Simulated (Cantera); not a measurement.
Charge: 1 mol trisilylamine, 14 mol NH3, held at 620 Pa.

Equilibrium computed with Cantera from the NASA thermochemical tables; the gas is ideal and each condensed phase is pure. Candidate condensed phases: Si, Si3N4; 18 gas species. The feed counts by its element totals alone. The tables' values for SiN are old estimates; treat these amounts as uncertain. Gases not in the tables: Si2H6 and higher silanes. Equilibrium is a limit: real reactors are often held back by kinetics, nucleation or transport.

**Question.** At 1973 K, list the 5 most abundant gas species with their mole fractions, and the condensed phases.

**Answer.** H2 0.755, N2 0.224, H 0.0149, Si 0.00509, SiH 0.000252. Condensed: Si(l).
